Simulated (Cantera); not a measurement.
What does this Cantera script print?

```python
import numpy as np
import cantera as ct

gas_names = [...]  # 110 gases of nasa_gas.yaml made of C, H, O
cond_names = """
    C(gr) C6H6(L) C7H8(L) C8H18(L),n-octa H2O(s) H2O(L)
""".split()


# ... load() reads the species with a 1 bar reference pressure and builds the phases ...
atoms = {
    'CO': {'C': 1, 'O': 1},
    'H2': {'H': 2},
}
top_T = {'C(gr)': 4500}  # K; cautious upper limits of use, not melting points


# ... equilibrate(T, P, feed) seeds the gas with the atoms and calls Mixture.equilibrate('TP', solver="vcs", rtol=1e-11, max_steps=5000) ...
results = []
feed = {'CO': 1, 'H2': 0.4}  # mol
T = 1448  # K
P = 133.322  # Pa
mix = equilibrate(T, P, feed)
results.append((T, P, feed, dict(zip(mix.species_names, mix.species_moles))))
print(gas.report(threshold=0.0001))
for i in range(1, mix.n_phases):
    print(f"{mix.phase(i).name:16s} {mix.phase_moles(i):12.5e} mol")
```

It prints:

```
       temperature   1448 K
          pressure   133.32 Pa
           density   0.00022792 kg/m^3
  mean mol. weight   20.582 kg/kmol
   phase of matter   gas

                          1 kg             1 kmol
                     ---------------   ---------------
          enthalpy       -2.0698e+06       -4.2599e+07  J
   internal energy       -2.6547e+06       -5.4639e+07  J
           entropy             13961        2.8735e+05  J/K
    Gibbs function       -2.2286e+07       -4.5868e+08  J
 heat capacity c_p            1659.8             34163  J/K
 heat capacity c_v            1255.9             25848  J/K

                      mass frac. Y      mole frac. X     chem. pot. / RT
                     ---------------   ---------------   ---------------
                CO           0.97201           0.71424           -42.792
                 H        6.6073e-06        0.00013491           -13.187
                H2          0.027977           0.28563           -26.374
     [ +107 minor]         4.047e-06        2.9265e-06

C(gr)             0.00000e+00 mol
```

These are equilibrium values from Cantera (NASA tables, ideal gas, pure condensed phases), not measurements of a reactor.
